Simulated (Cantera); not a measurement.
A perfectly stirred reactor is fed with H2 : O2 : N2 = 1 : 1.16 : 4.37 (molar parts), at 3230 Torr; it is adiabatic with a 698 K inlet, and is followed from long to short residence time, starting on the burning branch (τ in s: 0.03, 0.015, 0.0076, 0.0038, 0.0019, 0.00095, 0.00048, 0.00024, 0.00012, 6e-05, 3e-05, 1.5e-05).

Computed with Cantera and the H2/O2 subset of GRI-Mech 3.0, which has no nitrogen chemistry. The hydrogen kinetics of GRI-Mech 3.0 are dated; newer H2 mechanisms differ, most at raised pressure.

What does this change do: 0.48 parts H2O added?


| quantity | before | after |
|---|---|---|
| blow-out, bracketed by the residence times tried | burning at 15.0 µs, the shortest tried | burning at 15.0 µs, the shortest tried |
| x(H2) at τ = 30.0 ms | 7.85e-5 | 8.57e-5 |
| x(O2) at τ = 30.0 ms | 0.109 | 0.101 |
| x(H2O2) at τ = 30.0 ms | 1.88e-7 | 2.39e-7 |
| x(O) at τ = 30.0 ms | 6.38e-5 | 3.51e-5 |
| x(H) at τ = 30.0 ms | 4.27e-6 | 2.84e-6 |
| x(H2) at τ = 0.480 ms | 0.00114 | 0.00132 |
| x(O2) at τ = 0.480 ms | 0.109 | 0.101 |
| x(H2O2) at τ = 0.480 ms | 9.03e-7 | 1.32e-6 |
| x(O) at τ = 0.480 ms | 0.000829 | 0.000483 |
| x(H) at τ = 0.480 ms | 0.000204 | 0.000145 |
